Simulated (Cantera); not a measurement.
What does this Cantera script print?

```python
import numpy as np
import cantera as ct

gas_names = """
    Cu CuO Cu2 H HNO HNO2 HNO3 HO2 H2 H2O H2O2 N NH NH2 NH3 NH2OH NO NO2 NO3 N2 N2H2 N2H4 N2O O OH O2 O3
""".split()
cond_names = """
    Cu(cr) Cu(L) CuO(s) CuO2H2(s) Cu2O(s) Cu2O(L) H2O(s) H2O(L)
""".split()


# ... load() reads the species with a 1 bar reference pressure and builds the phases ...
atoms = {
    'Cu2O': {'Cu': 2, 'O': 1},
    'H2': {'H': 2},
    'N2': {'N': 2},
}
top_T = {'CuO(s)': 1390}  # K; cautious upper limits of use, not melting points


# ... equilibrate(T, P, feed) seeds the gas with the atoms and calls Mixture.equilibrate('TP', solver="vcs", rtol=1e-11, max_steps=5000) ...
results = []
feed = {'Cu2O': 1, 'H2': 0.62, 'N2': 0.38}  # mol
P = 8000  # Pa
for T in [875, 975, 1075, 1175, 1275, 1375, 1475, 1575, 1675, 1775, 1875]:
    mix = equilibrate(T, P, feed)
    results.append((T, P, feed, dict(zip(mix.species_names, mix.species_moles))))

top = {s: max(r[3][s] / sum(r[3][g] for g in gas_names) for r in results) for s in gas_names}
cols = sorted((s for s in top if top[s] > 0.001), key=lambda s: -top[s])[:7]
seen = [c for c in cond_names if any(r[3].get(c, 0) > 1e-12 for r in results)]
print("log10 of partial pressures in bar; condensed amounts in mol")
print(f"{'T/K':>10s}" + "".join(f"{s[:9]:>10s}" for s in cols + seen))
for T, P, feed, n in results:
    ng = sum(n[g] for g in gas_names)
    print(f"{T:10.4g}" + "".join(f"{np.log10(max(n[s] / ng * P / 1e5, 1e-99)):10.3f}" for s in cols)
          + "".join(f"{n.get(c, 0):10.4g}" for c in seen))
```

Result:

```
log10 of partial pressures in bar; condensed amounts in mol
       T/K       H2O        N2        O2        Cu        OH        NO    Cu(cr)     Cu(L)   Cu2O(s)   Cu2O(L)
       875    -1.305    -1.517   -12.488   -13.299   -11.256   -11.799      1.24         0      0.38         0
       975    -1.305    -1.517   -10.429   -11.254    -9.747   -10.209      1.24         0      0.38         0
      1075    -1.305    -1.517    -8.759    -9.593    -8.520    -8.919      1.24         0      0.38         0
      1175    -1.305    -1.517    -7.379    -8.218    -7.502    -7.851      1.24         0      0.38         0
      1275    -1.305    -1.517    -6.220    -7.063    -6.645    -6.952      1.24         0      0.38         0
      1375    -1.305    -1.517    -5.209    -6.085    -5.907    -6.174         0      1.24    0.3799         0
      1475    -1.305    -1.518    -4.226    -5.271    -5.242    -5.447         0     1.243    0.3785         0
      1575    -1.307    -1.519    -3.538    -4.563    -4.705    -4.898         0     1.254         0    0.3726
      1675    -1.311    -1.523    -3.049    -3.942    -4.262    -4.475         0     1.285         0    0.3569
      1775    -1.322    -1.534    -2.621    -3.394    -3.875    -4.105         0     1.362         0    0.3165
      1875    -1.348    -1.559    -2.243    -2.905    -3.538    -3.786         0     1.544         0    0.2194
```

These are equilibrium values from Cantera (NASA tables, ideal gas, pure condensed phases), not measurements of a reactor. Each liquid is taken as pure. Mutual solubility and eutectic melting of coexisting phases are not modelled.
